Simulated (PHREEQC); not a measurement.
Dissolve 3.2 mmol/kgw NH4HF2, 0.16 mmol/kgw H2SiF6, 100 mmol/kgw H3BO3 and 0.24 mmol/kgw HCl at 93 °C. Closed to the air; pH follows from the charge balance.

Equilibrium calculation in PHREEQC: ion-association model, phreeqc.dat.

```tsv
quantity	before	after
pH	3.58	3.56
ionic strength (mol/kgw)	0.00348	0.0155
BF2(OH)2- (mol/kgw)	0.00179	0.00179
HF (mol/kgw)	0.00147	0.00144
F- (mol/kgw)	0.00103	0.00105
BF3OH- (mol/kgw)	0.000178	0.000177
SI of Quartz (SiO2)	-0.63	-0.63
```

Problem. Which change was made?
(A) H2SiF6 from 0.00016 to 0.000144 mol/kgw
(B) 0.012 mol/kgw NaBr added
(C) HCl left out
(D) diluted 2-fold with water

Solution. B, 0.012 mol/kgw NaBr added

Precipitation was switched off in this run. Constants without temperature data keep their 25 °C values here. SiF6-2 is the database's only silicon fluoride. Real BF4- forms and hydrolyses slowly; the run takes it at equilibrium.
